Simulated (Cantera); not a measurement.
An isothermal, constant-pressure homogeneous reactor starts with H2 : O2 : N2 = 1.6 : 0.26 : 4.3 (molar parts), equivalence ratio 3.1, at 848 K and 750 Torr.

Detailed kinetics in Cantera: the H2/O2 subset of GRI-Mech 3.0, which has no nitrogen chemistry. Below about 950 K walls govern HO2 and H2O2 in real vessels. The temperature is held fixed by assumption; the heat of reaction is taken as removed at once.

x: mole fraction; the columns are a selection and need not sum to one.

| t (s) | x H2 | x O2 | x H | x H2O2 | x OH |
|---|---|---|---|---|---|
| 0.00100 | 0.260 | 0.0422 | 1.45e-12 | 1.51e-12 | <1e-12 |
| 0.00239 | 0.260 | 0.0422 | 1.55e-12 | 8.85e-12 | <1e-12 |
| 0.00572 | 0.260 | 0.0422 | 1.81e-12 | 5.13e-11 | <1e-12 |
| 0.0137 | 0.260 | 0.0422 | 2.47e-12 | 2.98e-10 | <1e-12 |
| 0.0327 | 0.260 | 0.0422 | 4.34e-12 | 1.79e-9 | <1e-12 |
| 0.0782 | 0.260 | 0.0422 | 1.15e-11 | 1.18e-8 | <1e-12 |
| 0.187 | 0.260 | 0.0422 | 6.68e-11 | 1.20e-7 | <1e-12 |
| 0.447 | 0.260 | 0.0422 | 9.78e-10 | 3.41e-6 | 1.14e-11 |
| 1.07 | 0.260 | 0.0421 | ? | 5.17e-5 | 1.51e-10 |
| 2.56 | 0.257 | 0.0408 | ? | 0.000275 | 9.19e-10 |
| 6.12 | 0.247 | 0.0351 | ? | 0.000317 | 1.14e-9 |
| 14.6 | 0.226 | 0.0237 | 4.12e-8 | 0.000228 | 9.19e-10 |
| 35.0 | 0.197 | 0.00787 | 4.08e-8 | 7.96e-5 | 4.47e-10 |
| 83.6 | 0.183 | 0.000151 | ? | 1.08e-6 | 2.79e-11 |
| 200 | 0.183 | 7.31e-9 | ? | 4.51e-11 | 6.05e-12 |

Q: Some entries are withheld; supply them.

A: 
- 1.07, x H: 8.14e-9
- 2.56, x H: 3.74e-8
- 6.12, x H: 4.47e-8
- 83.6, x H: 4.97e-8
- 200, x H: 2.27e-8
